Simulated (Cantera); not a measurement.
Standard-state values (1 bar) from the NASA 1993 polynomials, evaluated with Cantera. Values are per mole of reaction as written; species without (g) are pure solids or liquids, kept so even where they would boil at 1 bar.

3 H(g) + TiCl₃(g) ⇌ 3 HCl(g) + Ti, with ΔH° = -391.6 kJ and ΔS° = -69.7 J/K at 300 K.

### Question
How far is the shortcut ΔG° ≈ ΔH°(300 K) − T·ΔS°(300 K) from the full temperature-dependent value at 1300, 1450, 1600, 1750, 1900, 2050, 2200, 2350, 2500, 2650 K?

### Answer
| T (K) | shortcut (kJ) | full (kJ) | difference (kJ) | difference in log10 K | condensed phases |
|---|---|---|---|---|---|
| 1300 | -301.0 | -277.9 | -23.1 | 0.93 | Ti(β) |
| 1450 | -290.5 | -262.4 | -28.2 | 1.01 | Ti(β) |
| 1600 | -280.1 | -246.6 | -33.4 | 1.09 | Ti(β) |
| 1750 | -269.6 | -230.7 | -38.9 | 1.16 | Ti(β) |
| 1900 | -259.1 | -214.8 | -44.4 | 1.22 | Ti(β) |
| 2050 | -248.7 | -199.6 | -49.1 | 1.25 | Ti(l) |
| 2200 | -238.2 | -184.8 | -53.4 | 1.27 | Ti(l) |
| 2350 | -227.8 | -170.1 | -57.7 | 1.28 | Ti(l) |
| 2500 | -217.3 | -155.5 | -61.8 | 1.29 | Ti(l) |
| 2650 | -206.8 | -140.9 | -65.9 | 1.30 | Ti(l) |
The shortcut ignores heat capacities and the phase changes listed.
